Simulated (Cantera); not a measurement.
An adiabatic, constant-pressure homogeneous reactor starts with 8.46 % C₃H₈, 19.2 % O₂, 72.3 % N₂, at 1425 K and 100000 Pa.

Cantera simulation using GRI-Mech 3.0 (53 species, 325 reactions); the numbers are that mechanism's predictions, not measurements. GRI-Mech 3.0 was tuned for natural gas; its chemistry of propane as a main component is partial and can be far from experiment.

**Question.** Predict: time of steepest temperature rise; temperature at 2.00 s; equilibrium temperature; x(O₂) at 2.00 s; x(OH) at 2.00 s; x(CO) at 2.00 s.

**Answer.** 
| Item | Result |
|---|---|
| time of steepest temperature rise | 0.199 ms |
| temperature at 2.00 s | 2422 K |
| equilibrium temperature | 2422 K |
| x(O₂) at 2.00 s | 3.97e-6 (gas-phase equilibrium 3.97e-6) |
| x(OH) at 2.00 s | 0.000677 (gas-phase equilibrium 0.000677) |
| x(CO) at 2.00 s | 0.177 (gas-phase equilibrium 0.177) |
